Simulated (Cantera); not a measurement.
Charge: 1 mol Cu, 0.74 mol O2, 9.6 mol N2, at 623.15 K and 74.0 mbar.

Method: chemical equilibrium by Gibbs-energy minimisation in Cantera with the NASA 1993 tables (ideal gas, pure condensed phases). Candidate condensed phases: Cu, CuO, Cu2O; 12 gas species. The numbers say what is thermodynamically allowed, not how fast it happens.

Base state: N2 0.976, O2 0.0244 (mole fractions); condensed: CuO(s).

Task: What changes in the equilibrium state with this change: temperature from 623.15 K to 2048 K?

Result: 
```csv
species,before,after
N2,0.976,0.844
Cu,<1e-9,0.0868
O2,0.0244,0.0621
O,<1e-9,0.000878
CuO,<1e-9,0.000601
Cu2,<1e-9,0.000406
NO,1.54e-8,0.00490
"CuO(s), mol",1.00,0
```

Task: What changes in the equilibrium state with this change: Cu replaced by Fe?

Result: 
```tsv
species	before	after
N2	0.976	1.00
O2	0.0244	<1e-9
CuO(s), mol	1.00	0
Fe2O3(s), mol	0	0.440
Fe3O4(s), mol	0	0.0400
```
Further candidate phases: Fe, FeO, Fe2O3, Fe3O4.
